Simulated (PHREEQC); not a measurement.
0.11 g of hydrous ferric oxide (600 m²/g; 0.2 weak and 0.005 strong sites per Fe, Dzombak-Morel constants, diffuse double layer) in 1 kg of water with 0.01 mol/kgw of an inert sodium salt and 5.5e-06 mol/kgw BaCl2, at 25 °C; the pH is set by adding NaOH or the inert anion's acid. Oxygen alone is held at its pressure in air (log pO2 = -0.68). No CO2 enters from the air. No solid was allowed to form.

Model: ion-association model, wateq4f.dat, run in PHREEQC.

```
pH    Ba sorbed (%)  surface charge σ (C/m²)  surface potential ψ (mV)
----  -------------  -----------------------  ------------------------
4               0.0                    0.216                       185
4.75            0.0                    0.136                       161
5.5             0.0                    0.077                       132
5.88            0.0                    0.055                       116
6.62            0.2                    0.027                       [?]
7.38            3.7                    0.010                        40
8.12           36.3                    0.000                       [?]
8.5            63.2                   -0.004                       [?]
9.25           93.5                   -0.016                       -58
10             99.5                   -0.037                       -96
```

Q: Complete the blanks.

A: 
- 6.62, surface potential ψ (mV): 80
- 8.12, surface potential ψ (mV): 1
- 8.5, surface potential ψ (mV): -19

Complexes and solids missing from the database can't appear.
